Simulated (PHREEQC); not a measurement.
NaHS is added in steps, without added water, to 1 kg of water holding 0.003 mol CO2, at 25 °C. The system is closed to oxygen. CO2 from the air is kept out. Solids allowed: Nahcolite, Natron. Others were left out.

Base run: PHREEQC, ion-association model, wateq4f.dat. Each further column changes one thing. The table gives pH.

```csv
NaHS added (mol),base,CO2 from 0.003 to 0.006 mol/kgw,temperature from 25 to 70 °C,no solid may form
0,4.44,4.29,4.42,4.44
0.000375,5.48,5.17,5.42,5.48
0.00075,5.82,5.48,5.74,5.82
0.001125,6.03,5.67,5.93,6.03
0.0015,6.20,5.81,6.07,6.20
0.001875,6.33,5.93,6.18,6.33
0.00225,6.44,6.03,6.27,6.44
0.002625,6.54,6.11,6.35,6.54
0.003,6.62,6.19,6.41,6.62
```

The polysulfide entries of wateq4f.dat were taken out for this run. Constants without temperature data keep their 25 °C values here.
